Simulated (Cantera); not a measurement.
## Stirred combustor or abatement burner

A perfectly stirred reactor is fed with 21.9 % H2, 16.4 % O2, 61.7 % N2, at 760 Torr; it is adiabatic with a 500 K inlet, and is followed from long to short residence time, starting on the burning branch (τ in s: 0.31, 0.12, 0.051, 0.021, 0.0084, 0.0034, 0.0014, 0.00057, 0.00023, 9.5e-05, 3.9e-05, 1.6e-05, 6.4e-06).

Cantera simulation using GRI-Mech 3.0 (53 species, 325 reactions); the numbers are that mechanism's predictions, not measurements.

```tsv
τ (s)	T (K)	x H2	x O2	x H	x NO2	x NO
0.31	2116	0.000725	0.0589	0.000100	1.23e-6	0.00162
0.12	2116	0.000817	0.0593	0.000119	6.11e-7	0.000808
0.051	2113	0.00100	0.0594	0.000160	3.19e-7	0.000430
0.021	2105	0.00141	0.0594	0.000266	1.71e-7	0.000244
0.0084	2089	0.00228	0.0593	0.000547	9.07e-8	0.000148
0.0034	2061	0.00384	0.0592	0.00123	4.58e-8	9.23e-5
0.0014	2015	0.00633	0.0595	0.00273	2.28e-8	5.82e-5
0.00057	1942	0.01000	0.0603	0.00583	1.27e-8	4.06e-5
0.00023	1837	0.0148	0.0620	0.0115	8.74e-9	3.34e-5
9.5e-5	1702	0.0203	0.0650	0.0199	6.35e-9	2.71e-5
3.9e-5	1538	0.0291	0.0711	0.0303	3.71e-9	1.70e-5
1.6e-5	1299	0.0647	0.0917	0.0331	9.01e-10	4.17e-6
6.4e-6	500	0.219	0.164	<1e-12	<1e-12	<1e-12
```
x: mole fraction; the columns are a selection and need not sum to one.
